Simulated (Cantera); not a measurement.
A perfectly stirred reactor is fed with 16.0 % H2, 84.0 % O2, at 10.00 Torr; it is held at 1350 K, and followed from long to short residence time.

Model: the H2/O2 subset of GRI-Mech 3.0, which has no nitrogen chemistry, integrated in Cantera. Radical loss at walls, strong at low pressure, is not modelled. The temperature is held fixed by assumption; the heat of reaction is taken as removed at once.

Task: Predict: x(H2) at τ = 1.10 s; x(O2) at τ = 1.10 s; x(HO2) at τ = 1.10 s; x(H2O) at τ = 1.10 s; x(O) at τ = 1.10 s; x(H2) at τ = 15.0 ms; x(O2) at τ = 15.0 ms; x(HO2) at τ = 15.0 ms; x(H2O) at τ = 15.0 ms; x(O) at τ = 15.0 ms.

Result: 
```json
{
 "x(H2) at τ = 1.10 s": "0.000541",
 "x(O2) at τ = 1.10 s": "0.820",
 "x(HO2) at τ = 1.10 s": "2.56e-6",
 "x(H2O) at τ = 1.10 s": "0.170",
 "x(O) at τ = 1.10 s": "0.00455",
 "x(H2) at τ = 15.0 ms": "0.00576",
 "x(O2) at τ = 15.0 ms": "0.768",
 "x(HO2) at τ = 15.0 ms": "5.46e-6",
 "x(H2O) at τ = 15.0 ms": "0.143",
 "x(O) at τ = 15.0 ms": "0.0494"
}
```
